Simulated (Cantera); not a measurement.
## Thermodynamics of hydrogen reduction and annealing atmospheres, feed Fe3O4 + H2 + N2

A closed system holds: 1 mol Fe3O4, 320 mol H2, 3.4 mol N2, at 101000 Pa.

Method: chemical equilibrium by Gibbs-energy minimisation in Cantera with the NASA 1993 tables (ideal gas, pure condensed phases). Candidate condensed phases: Fe, FeO, Fe(OH)2, Fe(OH)3, Fe2O3, Fe3O4, H2O; 27 gas species. Condensed phases not in the tables: Fe4N. Kinetics and transport are ignored.

From 625 K to 1125 K the condensed part is Fe(α). From 1225 K to 1625 K the condensed part is Fe(γ). At 1725 K the condensed part is Fe(δ).

```json
[
 {"T (K)": "625", "log p H2": "0.00", "log p H2O": "-1.90", "log p N2": "-2.03", "log p NH3": "-2.58", "log p H": "<-11", "n Fe(α)": "3.00", "n Fe(γ)": "0", "n Fe(δ)": "0"},
 {"T (K)": "725", "log p H2": "0.00", "log p H2O": "-1.90", "log p N2": "-1.99", "log p NH3": "-3.16", "log p H": "<-11", "n Fe(α)": "3.00", "n Fe(γ)": "0", "n Fe(δ)": "0"},
 {"T (K)": "825", "log p H2": "0.00", "log p H2O": "-1.90", "log p N2": "-1.98", "log p NH3": "-3.63", "log p H": "-11.10", "n Fe(α)": "3.00", "n Fe(γ)": "0", "n Fe(δ)": "0"},
 {"T (K)": "925", "log p H2": "0.00", "log p H2O": "-1.90", "log p N2": "-1.97", "log p NH3": "-4.00", "log p H": "-9.59", "n Fe(α)": "3.00", "n Fe(γ)": "0", "n Fe(δ)": "0"},
 {"T (K)": "1025", "log p H2": "0.00", "log p H2O": "-1.90", "log p N2": "-1.97", "log p NH3": "-4.30", "log p H": "-8.36", "n Fe(α)": "3.00", "n Fe(γ)": "0", "n Fe(δ)": "0"},
 {"T (K)": "1125", "log p H2": "0.00", "log p H2O": "-1.90", "log p N2": "-1.97", "log p NH3": "-4.55", "log p H": "-7.35", "n Fe(α)": "3.00", "n Fe(γ)": "0", "n Fe(δ)": "0"},
 {"T (K)": "1225", "log p H2": "0.00", "log p H2O": "-1.90", "log p N2": "-1.97", "log p NH3": "-4.76", "log p H": "-6.51", "n Fe(α)": "0", "n Fe(γ)": "3.00", "n Fe(δ)": "0"},
 {"T (K)": "1325", "log p H2": "0.00", "log p H2O": "-1.90", "log p N2": "-1.97", "log p NH3": "-4.94", "log p H": "-5.79", "n Fe(α)": "0", "n Fe(γ)": "3.00", "n Fe(δ)": "0"},
 {"T (K)": "1425", "log p H2": "0.00", "log p H2O": "-1.90", "log p N2": "-1.97", "log p NH3": "-5.10", "log p H": "-5.17", "n Fe(α)": "0", "n Fe(γ)": "3.00", "n Fe(δ)": "0"},
 {"T (K)": "1525", "log p H2": "0.00", "log p H2O": "-1.90", "log p N2": "-1.97", "log p NH3": "-5.23", "log p H": "-4.63", "n Fe(α)": "0", "n Fe(γ)": "3.00", "n Fe(δ)": "0"},
 {"T (K)": "1625", "log p H2": "0.00", "log p H2O": "-1.90", "log p N2": "-1.97", "log p NH3": "-5.35", "log p H": "-4.15", "n Fe(α)": "0", "n Fe(γ)": "3.00", "n Fe(δ)": "0"},
 {"T (K)": "1725", "log p H2": "0.00", "log p H2O": "-1.90", "log p N2": "-1.97", "log p NH3": "-5.46", "log p H": "-3.73", "n Fe(α)": "0", "n Fe(γ)": "0", "n Fe(δ)": "3.00"}
]
```
log p: log10 of the partial pressure in bar; n: condensed amount in mol.
